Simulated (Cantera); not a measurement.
What does this Cantera script print?

```python
import numpy as np
import cantera as ct

gas_names = """
    AL ALCL ALCL2 ALCL3 ALH ALN AL2 AL2CL6 CL CL2 H HCL H2 N NH NH2 NH3 N2 N2H2 N2H4
""".split()
cond_names = """
    AL(cr) AL(L) ALCL3(s) ALCL3(L) ALN(s) NH4CL(a) NH4CL(b)
""".split()


# ... load() reads the species with a 1 bar reference pressure and builds the phases ...
atoms = {
    'Al': {'AL': 1},
    'HCl': {'H': 1, 'CL': 1},
    'N2': {'N': 2},
}
top_T = {'ALN(s)': 2750}  # K; cautious upper limits of use, not melting points


# ... equilibrate(T, P, feed) seeds the gas with the atoms and calls Mixture.equilibrate('TP', solver="vcs", rtol=1e-11, max_steps=5000) ...
results = []
feed = {'Al': 1, 'HCl': 5.2, 'N2': 1.3}  # mol
T = 575  # K
P = 290  # Pa
mix = equilibrate(T, P, feed)
results.append((T, P, feed, dict(zip(mix.species_names, mix.species_moles))))
x = sorted(zip(gas.X, gas.species_names), reverse=True)
print(f"T = {T:g} K  P = {P:g} Pa  gas = {mix.phase_moles(0):.4g} mol")
print("   x: " + "  ".join(f"{s} {v:.3e}" for v, s in x if v > 1e-05))
print("   condensed (mol): " + ("  ".join(f"{mix.phase(i).name} {mix.phase_moles(i):.4g}"
      for i in range(1, mix.n_phases) if mix.phase_moles(i) > 1e-12) or "none"))
```

Result:

```
T = 575 K  P = 290 Pa  gas = 5.694 mol
   x: HCL 3.864e-01  H2 2.634e-01  N2 2.283e-01  ALCL3 6.812e-02  AL2CL6 5.375e-02  NH3 1.219e-05
   condensed (mol): none
```

Cantera equilibrium calculation (NASA polynomials, part measured and part estimated; ideal gas, pure solids and liquids).
